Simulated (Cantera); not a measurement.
A Cantera script and what it prints.

```python
import numpy as np
import cantera as ct

gas_names = """
    Br Br2 N N2 Si SiBr SiBr2 SiBr3 SiBr4 SiN Si2 Si2N Si3
""".split()
cond_names = """
    Br2(cr) Br2(L) Si(cr) Si(L) Si3N4(a)
""".split()


# ... load() reads the species with a 1 bar reference pressure and builds the phases ...
atoms = {
    'Si': {'Si': 1},
    'Br2': {'Br': 2},
    'N2': {'N': 2},
}
top_T = {'Si3N4(a)': 2400}  # K; cautious upper limits of use, not melting points


# ... equilibrate(T, P, feed) seeds the gas with the atoms and calls Mixture.equilibrate('TP', solver="vcs", rtol=1e-11, max_steps=5000) ...
results = []
feed = {'Si': 1, 'Br2': 9.2, 'N2': 0.16}  # mol
T = 1098  # K
P = 41000  # Pa
mix = equilibrate(T, P, feed)
results.append((T, P, feed, dict(zip(mix.species_names, mix.species_moles))))
x = sorted(zip(gas.X, gas.species_names), reverse=True)
print(f"T = {T:g} K  P = {P:g} Pa  gas = {mix.phase_moles(0):.4g} mol")
print("   x: " + "  ".join(f"{s} {v:.3e}" for v, s in x if v > 0.001))
print("   condensed (mol): " + ("  ".join(f"{mix.phase(i).name} {mix.phase_moles(i):.4g}"
      for i in range(1, mix.n_phases) if mix.phase_moles(i) > 1e-12) or "none"))
```

It prints:

```
T = 1098 K  P = 41000 Pa  gas = 8.46 mol
   x: Br2 8.393e-01  SiBr4 1.182e-01  Br 2.353e-02  N2 1.891e-02
   condensed (mol): none
```

Method: chemical equilibrium by Gibbs-energy minimisation in Cantera with the NASA 1993 tables (ideal gas, pure condensed phases).
